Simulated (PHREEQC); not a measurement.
Solution (25 °C): 0.0061 mol/kgw Na2CO3 and 0.65 mol/kgw NaF. Closed to the air; pH follows from the charge balance.

The numbers come from PHREEQC with the ion-association model, phreeqc.dat.

This is a speciation only: nothing precipitates in the calculation.

**Question.** Estimate the pH, activity of water, specific conductance.

**Answer.** pH 10.46; activity of water 0.979; specific conductance 42400 µS/cm.

**Question.** In which forms is F present?

**Answer.** F- 88 %, NaF 12 % of the F.
